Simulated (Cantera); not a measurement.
## Thermodynamics of carbon deposition, reforming and gasification, feed C₂H₄ + H₂O

A closed system holds: 1 mol C₂H₄, 0.028 mol H₂O, held at 2275 °C.

Equilibrium computed with Cantera from the NASA thermochemical tables; the gas is ideal and each condensed phase is pure. Candidate condensed phases: C, C₆H₆, C₇H₈, C₈H₁₈, H₂O; 110 gas species. The ideal-gas law is rough above about 30 bar. Rates play no part.

From 10.0 Pa to 100 bar the condensed part is C(graphite). The main C-bearing gas is C₃ at 10.0 Pa and C₂H₂ (acetylene) at 100 bar. The share of C in condensed phases is highest at 1.60 mbar (96.4 %) and lowest at 10.0 Pa (90.9 %).

| P (Pa) | x H₂ | x H | x CO | x CH₄ | x C₂H₂ (acetylene) | x C₃ | n C(graphite) |
|---|---|---|---|---|---|---|---|
| 10 | 0.0833 | 0.893 | 0.00734 | 9.65e-11 | 0.00110 | 0.0103 | 1.82 |
| 160 | 0.459 | 0.524 | 0.0100 | 4.68e-8 | 0.00605 | 0.000646 | 1.93 |
| 2500 | 0.802 | 0.175 | 0.0124 | 2.23e-6 | 0.0106 | 4.14e-5 | 1.92 |
| 40000 | 0.927 | 0.0471 | 0.0133 | 4.78e-5 | 0.0122 | 2.58e-6 | 1.92 |
| 630000 | 0.961 | 0.0121 | 0.0135 | 0.000808 | 0.0127 | 1.64e-7 | 1.92 |
| 10000000 | 0.956 | 0.00302 | 0.0138 | 0.0127 | 0.0126 | 1.03e-8 | 1.89 |
x: gas mole fraction; n: condensed amount in mol.
